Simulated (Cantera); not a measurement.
Feed: 1 mol MgSO₄, 1.6 mol H₂, 0.024 mol O₂, 3 mol H₂O, equilibrated at 7.20 Torr.

Method: chemical equilibrium by Gibbs-energy minimisation in Cantera with the NASA 1993 tables (ideal gas, pure condensed phases). Candidate condensed phases: H₂O, H₂SO₄, Mg, MgO, Mg(OH)₂, MgS, MgSO₄, S; 26 gas species. Gases not in the tables: S₃ to S₇. The numbers say what is thermodynamically allowed, not how fast it happens.

x: gas mole fraction; n: condensed amount in mol.

```
T (K)  x H₂O  x SO₂    x H₂      x S₂  x SO     x H₂S  n MgO(s)
-----  -----  -----  ------  --------  ----  --------  --------
1273   0.793  0.152  0.0368    0.0116     …   0.00515      1.00
1323   0.785  0.155  0.0446    0.0102     …   0.00423      1.00
1373   0.775  0.158  0.0526   0.00864     …   0.00341      1.00
1423   0.766  0.161  0.0605   0.00702     …   0.00267      1.00
1473   0.758  0.164  0.0678   0.00543     …   0.00203     1.000
1523   0.750  0.166  0.0743   0.00398     …   0.00150     1.000
1573   0.744  0.168  0.0796   0.00275     …   0.00106     1.000
1623   0.739  0.169  0.0835   0.00179     …  0.000725     1.000
1673   0.736  0.170  0.0861   0.00111     …  0.000482     1.000
1723   0.734  0.170  0.0875  0.000672     …  0.000315     1.000
1773   0.732  0.170  0.0881  0.000400     …  0.000205     1.000
1823   0.731  0.170  0.0882  0.000238     …  0.000134     1.000
```

### Question
Fill in the missing entries.

### Answer

- 1273, x SO: 0.000620
- 1323, x SO: 0.000935
- 1373, x SO: 0.00135
- 1423, x SO: 0.00189
- 1473, x SO: 0.00253
- 1523, x SO: 0.00326
- 1573, x SO: 0.00405
- 1623, x SO: 0.00486
- 1673, x SO: 0.00565
- 1723, x SO: 0.00642
- 1773, x SO: 0.00715
- 1823, x SO: 0.00785
